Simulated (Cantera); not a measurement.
Charge: 1 mol Ti(OiPr)4, 0.53 mol CH4, at 1173.15 K and 1.13 Torr.

These are equilibrium values from Cantera (NASA tables, ideal gas, pure condensed phases), not measurements of a reactor. Candidate condensed phases: C, C6H6, C7H8, C8H18, H2O, Ti, TiC, TiO, TiO2, Ti2O3, Ti3O5, Ti4O7; 113 gas species. The feed counts by its element totals alone. TiC: taken at fixed stoichiometry. Equilibrium is a limit: real reactors are often held back by kinetics, nucleation or transport.

Base state: H2 0.790, CO 0.210, CH4 1.82e-5 (mole fractions); condensed: C(graphite) + TiC(s).

Problem. What changes in the equilibrium state with this change: temperature from 1173.15 K to 2148.15 K?

Solution. 
| species | before | after |
|---|---|---|
| H2 | 0.790 | 0.708 |
| CO | 0.210 | 0.200 |
| H | 2.71e-6 | 0.0906 |
| C2H2 (acetylene) | 4.85e-8 | 0.00136 |
| CH4 | 1.82e-5 | 2.22e-7 |
| C(graphite), mol | 7.53 | 7.48 |
| TiC(s), mol | 1.00 | 1.000 |
